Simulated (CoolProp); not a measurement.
Saturation properties of isobutene.

Values from CoolProp's reference Helmholtz-energy equation of state, Lemmon 2005. It is a short technical equation, of lower accuracy than the large ones.

```tsv
T (°C)	p (bar)	enthalpy of vaporisation (kJ/kg)	liquid cp (kJ/(kg K))	vapour Z
-43.75	0.1835	424.4	2.089	0.9866
-30.75	0.3598	413.2	2.132	0.9787
-17.75	0.6519	401.6	2.180	0.9682
-4.65	1.110	389.4	2.234	0.9545
8.35	1.781	376.6	2.293	0.9376
21.35	2.726	362.9	2.358	0.9171
34.35	4.011	348.2	2.431	0.8928
47.35	5.703	332.2	2.514	0.8642
60.35	7.875	314.6	2.610	0.8309
73.35	10.61	295.0	2.726	0.7924
86.35	13.98	272.7	2.874	0.7478
99.35	18.08	246.9	3.078	0.6956
```

It boils at -7.0 °C under 1 atm.
